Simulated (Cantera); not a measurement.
A freely propagating, adiabatic, planar premixed flame of 51.2 % H2, 10.2 % O2, 38.5 % N2, equivalence ratio 2.5, unburnt at 400 K and 7.20 bar; mixture-averaged transport, grid criteria slope 0.08 and curve 0.16, no radiation.

Model: the H2/O2 subset of GRI-Mech 3.0, which has no nitrogen chemistry, integrated in Cantera. The hydrogen kinetics of GRI-Mech 3.0 are dated; newer H2 mechanisms differ, most at raised pressure. Burning velocities carry a grid error of a few per cent, more on coarse grids.

x: mole fraction of selected species; z is measured from the peak of heat release.

| z (mm) | T (K) | u (m/s) | x H2 | x O2 | x H | x H2O2 | x OH | x HO2 |
|---|---|---|---|---|---|---|---|---|
| -0.106 | 400 | 3.51 | 0.512 | 0.102 | <1e-8 | <1e-8 | <1e-8 | <1e-8 |
| -0.0708 | 400 | 3.51 | 0.512 | 0.102 | <1e-8 | <1e-8 | <1e-8 | [?] |
| -0.0531 | 401 | 3.51 | 0.512 | 0.103 | <1e-8 | 2.21e-8 | <1e-8 | [?] |
| -0.0354 | 408 | 3.56 | 0.510 | 0.103 | <1e-8 | 6.84e-7 | <1e-8 | [?] |
| -0.0177 | 546 | 4.61 | 0.488 | 0.104 | 3.04e-5 | 6.19e-5 | 3.63e-5 | [?] |
| -0.00885 | 882 | 7.20 | 0.450 | 0.0925 | 0.00199 | 0.000116 | 0.000533 | [?] |
| 0 | 1253 | 10.0 | 0.404 | 0.0661 | 0.0102 | 4.52e-5 | 0.000841 | [?] |
| 0.00885 | 1508 | 12.0 | 0.363 | 0.0363 | 0.0206 | 6.83e-6 | 0.00122 | [?] |
| 0.0177 | 1651 | 13.2 | 0.338 | 0.0165 | 0.0268 | 2.18e-6 | 0.00135 | [?] |
| 0.0354 | 1770 | 14.1 | 0.324 | 0.00304 | 0.0275 | 7.08e-7 | 0.00128 | [?] |
| 0.0708 | 1851 | 14.7 | 0.326 | 0.000204 | 0.0209 | 2.06e-7 | 0.00107 | [?] |
| 0.142 | 1911 | 15.1 | 0.331 | 1.10e-5 | 0.0133 | 7.96e-8 | 0.000765 | [?] |
| 0.283 | 1951 | 15.3 | 0.334 | 2.74e-6 | 0.00764 | 3.04e-8 | 0.000474 | [?] |

Q: What belongs in the gaps?

A: 
- -0.0708, x HO2: 2.10e-8
- -0.0531, x HO2: 1.83e-7
- -0.0354, x HO2: 5.60e-6
- -0.0177, x HO2: 0.000672
- -0.00885, x HO2: 0.000930
- 0, x HO2: 0.000427
- 0.00885, x HO2: 0.000203
- 0.0177, x HO2: 8.74e-5
- 0.0354, x HO2: 1.53e-5
- 0.0708, x HO2: 9.94e-7
- 0.142, x HO2: 7.94e-8
- 0.283, x HO2: 2.45e-8
